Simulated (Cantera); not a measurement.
What does this Cantera script print?

```python
import numpy as np
import cantera as ct

gas = ct.Solution("gri30.yaml")
gas.TPX = 1625, 1700, {'CH4': 0.025, 'H2': 1, 'CO2': 0.0087}
reactor = ct.IdealGasConstPressureReactor(gas, energy="off", clone=False)
net = ct.ReactorNet([reactor])
net.rtol, net.atol = 1e-08, 1e-18
show = ['CH4', 'H2', 'CO2', 'CH2O', 'HO2', 'C2H2', 'CO']
times = np.geomspace(2e-06, 7, 12)

steps = ct.SolutionArray(gas, extra=["t"])
rows = []
print(f"{'t/s':>10s}{'T/K':>9s}{'P/Pa':>11s}" + "".join(f"{s:>11s}" for s in show))
for t in times:
    while net.time < t:
        t_next = net.step()
        steps.append(gas.state, t=t_next)
    rows.append([np.interp(t, steps.t, y) for y in (steps.T, steps.P, *steps(*show).X.T)])
    print(f"{t:10.3e}{rows[-1][0]:9.1f}{rows[-1][1]:11.4g}" + "".join(f"{x:11.3e}" for x in rows[-1][2:]))
rate = np.gradient(steps.T, steps.t)
print("integrator steps:", len(steps.t))
if steps.T.max() > steps.T[0] + 200:
    print(f"time of steepest temperature rise: {steps.t[rate.argmax()]:.4e} s")
gas.TPX = 1625, 1700, {'CH4': 0.025, 'H2': 1, 'CO2': 0.0087}
gas.equilibrate("TP")
print(f"equilibrium (TP): T = {gas.T:.1f} K  " + "  ".join(f"{s} {gas[s].X[0]:.3e}" for s in show))
```

Output:

```
       t/s      T/K       P/Pa        CH4         H2        CO2       CH2O        HO2       C2H2         CO
 2.000e-06   1625.0       1700  2.418e-02  9.674e-01  8.416e-03  6.603e-21  1.943e-24  1.211e-24  2.986e-13
 7.869e-06   1625.0       1700  2.418e-02  9.674e-01  8.416e-03  4.523e-19  6.426e-23  1.656e-22  4.660e-12
 3.096e-05   1625.0       1700  2.418e-02  9.674e-01  8.416e-03  2.828e-17  1.367e-21  6.486e-20  7.621e-11
 1.218e-04   1625.0       1700  2.418e-02  9.674e-01  8.416e-03  1.678e-15  2.385e-20  2.621e-17  1.304e-09
 4.794e-04   1625.0       1700  2.418e-02  9.674e-01  8.416e-03  9.866e-14  3.263e-19  7.206e-15  2.160e-08
 1.886e-03   1625.0       1700  2.418e-02  9.674e-01  8.416e-03  5.865e-12  2.700e-18  1.879e-12  3.415e-07
 7.422e-03   1625.0       1700  2.417e-02  9.674e-01  8.411e-03  3.108e-10  1.185e-17  5.632e-10  5.313e-06
 2.920e-02   1625.0       1700  2.413e-02  9.672e-01  8.334e-03  5.110e-09  3.326e-17  2.240e-07  8.156e-05
 1.149e-01   1625.0       1700  2.386e-02  9.661e-01  7.328e-03  1.694e-08  6.876e-17  5.377e-05  1.087e-03
 4.521e-01   1625.0       1700  2.193e-02  9.624e-01  2.764e-03  1.328e-08  8.729e-17  9.556e-04  5.644e-03
 1.779e+00   1625.0       1700  1.615e-02  9.628e-01  6.492e-05  6.147e-09  5.189e-17  3.797e-03  8.323e-03
 7.000e+00   1625.0       1700  7.606e-03  9.673e-01  2.265e-05  3.017e-09  5.413e-17  7.943e-03  8.435e-03
integrator steps: 685
equilibrium (TP): T = 1625.0 K  CH4 3.455e-04  H2 9.753e-01  CO2 7.330e-11  CH2O 1.155e-10  HO2 1.776e-28  C2H2 7.450e-03  CO 1.630e-02
```

Detailed kinetics in Cantera: GRI-Mech 3.0 (53 species, 325 reactions). GRI-Mech 3.0 stops at C3 and has no aromatics, soot or wall deposition, so with more carbon than oxygen in the feed, carbon stays in small species such as C2H2 where larger ones or solid carbon would form. Radical loss at walls, strong at low pressure, is not modelled.
